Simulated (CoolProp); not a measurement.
n-butane along the isobar 11 MPa: density (kg/m³) from the reference equation and from simpler models built on Tc = 425.1 K, pc = 3.796 MPa, ω = 0.201; each cubic takes its own stable root.

Computed with CoolProp (reference Helmholtz-energy equation of state, Bücker 2006).

```tsv
T (K)	phase	reference	van der Waals	Redlich-Kwong	Soave-Redlich-Kwong	Peng-Robinson
234	liquid	650.3	414.5	601.2	609.4	684.8
254	liquid	…	405.8	584.6	594.0	668.0
273.9	liquid	613.0	396.8	567.1	577.4	649.8
293.9	liquid	593.4	387.5	548.4	559.3	629.8
313.9	liquid	573.2	377.7	528.5	…	…
333.8	liquid	…	367.6	507.6	518.5	583.9
353.8	liquid	529.7	357.0	485.3	495.3	557.4
373.7	liquid	…	345.9	461.6	…	528.3
```

Task: Some entries are withheld; supply them.

Result: 
- 254, reference: 631.8
- 313.9, Soave-Redlich-Kwong: 539.7
- 313.9, Peng-Robinson: 607.9
- 333.8, reference: 552.1
- 373.7, reference: 505.8
- 373.7, Soave-Redlich-Kwong: 470.1
